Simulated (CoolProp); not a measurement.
A closed Brayton cycle with carbon dioxide: compressor inlet 307.15 K and 8.2 MPa, high pressure 20.4 MPa, turbine inlet 955 K, compressor efficiency 0.8, turbine efficiency 0.9, recuperator effectiveness 0.8 (on enthalpy, no pinch check). Each further row changes one setting.

Model: reference Helmholtz-energy equation of state, Span 1996, in CoolProp.

```csv
case,thermal efficiency (%),net work (kJ/kg),compressor to turbine work,compressor exit (K),turbine exit (K)
as stated,(withheld),118,0.16,336.4,835.3
turbine inlet 905 K,29.7,110,0.17,336.4,789.4
compressor inlet 317.15 K,30.1,(withheld),0.30,(withheld),835.3
high pressure 17.3 MPa,(withheld),(withheld),0.15,330.5,856.3
recuperator effectiveness 0.5,20.8,118,0.16,336.4,835.3
```

Task: What belongs in the gaps?

Result: 
- as stated, thermal efficiency (%): 30.3
- compressor inlet 317.15 K, net work (kJ/kg): 98.4
- compressor inlet 317.15 K, compressor exit (K): 387.7
- high pressure 17.3 MPa, thermal efficiency (%): 27.1
- high pressure 17.3 MPa, net work (kJ/kg): 99.6
